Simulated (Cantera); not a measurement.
Pyrogenic steam for wet oxidation

An isothermal, constant-pressure homogeneous reactor starts with H2 : O2 : N2 = 0.71 : 1 : 0.86 (molar parts), at 975 K and 16000 Pa.

Model: the H2/O2 subset of GRI-Mech 3.0, which has no nitrogen chemistry, integrated in Cantera. The temperature is held fixed by assumption; the heat of reaction is taken as removed at once.

```
t (s)         x H2   x O2       x H     x HO2  x H2O
--------  --------  -----  --------  --------  -----
0.000800    0.0336  0.301   0.00689  0.000115  0.274
0.00159    0.00956  0.294  0.000134   7.72e-5  0.309
0.00315    0.00550  0.293   2.61e-5   5.74e-5  0.314
0.00626    0.00348  0.292   7.26e-6   4.35e-5  0.316
0.0124     0.00228  0.292   2.24e-6   3.27e-5  0.318
0.0247     0.00150  0.292   7.74e-7   2.41e-5  0.319
0.0490    0.000935  0.292   3.07e-7   1.70e-5  0.319
0.0973    0.000495  0.291   1.13e-7   1.06e-5  0.320
0.193     0.000213  0.291   3.15e-8   5.30e-6  0.320
0.383      7.88e-5  0.291   6.48e-9   2.18e-6  0.320
0.761      2.79e-5  0.291   1.17e-9   8.18e-7  0.321
1.51       9.59e-6  0.291  2.17e-10   2.91e-7  0.321
3.00       2.85e-6  0.291  4.05e-11   8.93e-8  0.321
```
x: mole fraction; the columns are a selection and need not sum to one.

Equilibrium at this temperature and pressure: H2 6.08e-11, O2 0.291, H <1e-12, HO2 8.94e-10, H2O 0.321 (gas phase only).
